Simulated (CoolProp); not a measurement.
Octamethylcyclotetrasiloxane (D4) along the isotherm 620 K: density (kg/m³) from the reference equation and from simpler models built on Tc = 586.5 K, pc = 13.47 bar, ω = 0.598; each cubic takes its own stable root.

Computed with CoolProp (reference Helmholtz-energy equation of state, Thol 2015).

| p (bar) | phase | reference |
|---|---|---|
| 13.5 | supercritical | 120.3 |
| 26.9 | supercritical | 432.4 |
| 40.4 | supercritical | 512.9 |
| 53.9 | supercritical | 550.7 |
| 67.4 | supercritical | 576.0 |
| 80.8 | supercritical | 595.2 |
| 94.3 | supercritical | 610.9 |
| 108 | supercritical | 624.4 |
| 121 | supercritical | 635.6 |
| 135 | supercritical | 646.2 |

Task: How far does each simpler model (Redlich-Kwong, Soave-Redlich-Kwong) lie from the reference over these 10 states: mean and median of the absolute difference, and the worst?

Result: 
- Redlich-Kwong: mean 4.3 %, median 3.8 %, worst -7.5 % at 620 K and 40.4 bar
- Soave-Redlich-Kwong: mean 7.1 %, median 5.8 %, worst -15.9 % at 620 K and 26.9 bar
